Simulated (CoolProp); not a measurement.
Neopentane at several states: fugacity coefficient from the reference equation and from simpler models built on Tc = 160.6 °C, pc = 31.96 bar, ω = 0.196; each cubic takes its own stable root.

The numbers come from the reference Helmholtz-energy equation of state, Lemmon 2006 in CoolProp. It is a short technical equation, of lower accuracy than the large ones.

| T (°C) | p (bar) | phase | reference | van der Waals | Redlich-Kwong | Peng-Robinson |
|---|---|---|---|---|---|---|
| 210.85 | 0.589 | gas | 0.9957 | 0.9958 | 0.9954 | 0.9950 |
| 193.35 | 39.5 | supercritical | ___ | ___ | ___ | ___ |
| 244.75 | 44.1 | supercritical | ___ | ___ | ___ | 0.7384 |
| 213.85 | 2.7 | gas | 0.9806 | 0.9812 | 0.9796 | 0.9778 |
| 23.65 | 0.212 | gas | 0.9924 | 0.9952 | 0.9935 | 0.9927 |

Complete the blanks.


- 193.35, reference: 0.6847
- 193.35, van der Waals: 0.6910
- 193.35, Redlich-Kwong: 0.6781
- 193.35, Peng-Robinson: 0.6628
- 244.75, reference: 0.7587
- 244.75, van der Waals: 0.7437
- 244.75, Redlich-Kwong: 0.7449
